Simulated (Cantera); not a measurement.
Input: 1 mol SO2, 0.27 mol O2, at 640000 Pa.

Method: chemical equilibrium by Gibbs-energy minimisation in Cantera with the NASA 1993 tables (ideal gas, pure condensed phases). Candidate condensed phases: S; 10 gas species. Kinetics and transport are ignored.

x: gas mole fraction; nothing condenses.

```tsv
T (K)	x SO2	x O2	x SO	x O	x SO3	x S	x S2O
1898	0.783	0.210	3.79e-5	5.31e-5	?	6.64e-10	7.24e-11
1973	0.784	0.210	7.83e-5	9.83e-5	?	2.67e-9	2.64e-10
2048	0.784	0.211	0.000153	0.000174	?	9.71e-9	8.72e-10
2123	0.785	0.211	0.000287	0.000296	?	3.22e-8	2.65e-9
2198	0.785	0.211	0.000513	0.000485	?	9.86e-8	7.47e-9
2273	0.784	0.211	0.000883	0.000770	?	2.80e-7	1.96e-8
2348	0.784	0.212	0.00147	0.00119	?	7.44e-7	4.85e-8
2423	0.782	0.212	0.00236	0.00178	?	1.86e-6	1.13e-7
2498	0.780	0.212	0.00369	0.00261	?	4.40e-6	2.49e-7
2573	0.777	0.212	0.00561	0.00374	?	9.87e-6	5.24e-7
2648	0.773	0.212	0.00831	0.00525	?	2.11e-5	1.05e-6
2723	0.767	0.213	0.0120	0.00725	?	4.32e-5	2.02e-6
2798	0.759	0.213	0.0170	0.00983	?	8.47e-5	3.72e-6
2873	0.749	0.214	0.0234	0.0131	?	0.000160	6.56e-6
```

Q: Fill in the missing entries.

A: 
- 1898, x SO3: 0.00690
- 1973, x SO3: 0.00552
- 2048, x SO3: 0.00449
- 2123, x SO3: 0.00370
- 2198, x SO3: 0.00310
- 2273, x SO3: 0.00262
- 2348, x SO3: 0.00224
- 2423, x SO3: 0.00193
- 2498, x SO3: 0.00168
- 2573, x SO3: 0.00148
- 2648, x SO3: 0.00130
- 2723, x SO3: 0.00115
- 2798, x SO3: 0.00103
- 2873, x SO3: 0.000916
